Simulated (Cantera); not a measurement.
What does this Cantera script print?

```python
import numpy as np
import cantera as ct

gas_names = """
    Hg N NO NO2 NO3 N2 N2O O O2 O3
""".split()
cond_names = """
    Hg(cr) Hg(L) HgO(s)
""".split()


def load(file, names, dense=False):
    # The tables refer to 1 bar. Condensed volumes are neglected.
    table = {s.name: s for s in ct.Species.list_from_file(file)}
    out = []
    for n in names:
        d = dict(table[n].input_data)
        d["thermo"] = dict(d["thermo"], **{"reference-pressure": 1e5})
        if dense:
            d["equation-of-state"] = {"model": "constant-volume", "density": "1e6 g/cm^3"}
        out.append(ct.Species.from_dict(d))
    return out


gas = ct.Solution(thermo="ideal-gas", species=load("nasa_gas.yaml", gas_names))
cond = {s.name: ct.Solution(thermo="fixed-stoichiometry", species=[s], name=s.name)
        for s in load("nasa_condensed.yaml", cond_names, dense=True)}
atoms = {
    'Hg': {'Hg': 1},
    'O2': {'O': 2},
    'N2': {'N': 2},
}
top_T = {}  # K; cautious upper limits of use, not melting points


def equilibrate(T, P, feed):
    n = {}
    for name, mol in feed.items():
        for a, k in atoms[name].items():
            n[a] = n.get(a, 0.0) + k * mol
    gas.TPX = T, P, n
    mass = sum(n.values()) * gas.mean_molecular_weight
    gas.equilibrate("TP")
    valid = [c for c in cond.values() if c.min_temp <= T <= top_T.get(c.name, c.max_temp)]
    mix = ct.Mixture([(gas, mass / gas.mean_molecular_weight)] + [(c, 0.0) for c in valid])
    mix.T, mix.P = T, P
    mix.equilibrate("TP", solver="vcs", rtol=1e-11, max_steps=5000)
    return mix


results = []
T = 1548  # K
P = 440000  # Pa
for m in [6.9, 11, 15, 19, 23, 27, 31, 35, 39, 44, 48, 52, 56]:
    feed = {'Hg': 1, 'O2': 0.17, 'N2': m}  # mol
    mix = equilibrate(T, P, feed)
    results.append((T, P, feed, dict(zip(mix.species_names, mix.species_moles))))

top = {s: max(r[3][s] / sum(r[3][g] for g in gas_names) for r in results) for s in gas_names}
cols = sorted((s for s in top if top[s] > 1e-05), key=lambda s: -top[s])[:8]
seen = [c for c in cond_names if any(r[3].get(c, 0) > 1e-12 for r in results)]
print("log10 of partial pressures in bar; condensed amounts in mol")
print(f"{'n(N2)':>10s}" + "".join(f"{s[:9]:>10s}" for s in cols + seen))
for T, P, feed, n in results:
    ng = sum(n[g] for g in gas_names)
    print(f"{feed['N2']:10.4g}" + "".join(f"{np.log10(max(n[s] / ng * P / 1e5, 1e-99)):10.3f}" for s in cols)
          + "".join(f"{n.get(c, 0):10.4g}" for c in seen))
```

Result:

```
log10 of partial pressures in bar; condensed amounts in mol
     n(N2)        N2        Hg        O2        NO
       6.9     0.575    -0.263    -1.038    -2.654
        11     0.599    -0.442    -1.218    -2.732
        15     0.611    -0.565    -1.343    -2.789
        19     0.617    -0.661    -1.440    -2.834
        23     0.622    -0.740    -1.519    -2.871
        27     0.625    -0.806    -1.586    -2.904
        31     0.627    -0.864    -1.645    -2.932
        35     0.629    -0.915    -1.696    -2.956
        39     0.631    -0.960    -1.742    -2.979
        44     0.632    -1.011    -1.794    -3.004
        48     0.633    -1.048    -1.832    -3.022
        52     0.634    -1.082    -1.866    -3.039
        56     0.634    -1.114    -1.898    -3.055
```

Equilibrium computed with Cantera from the NASA thermochemical tables; the gas is ideal and each condensed phase is pure.
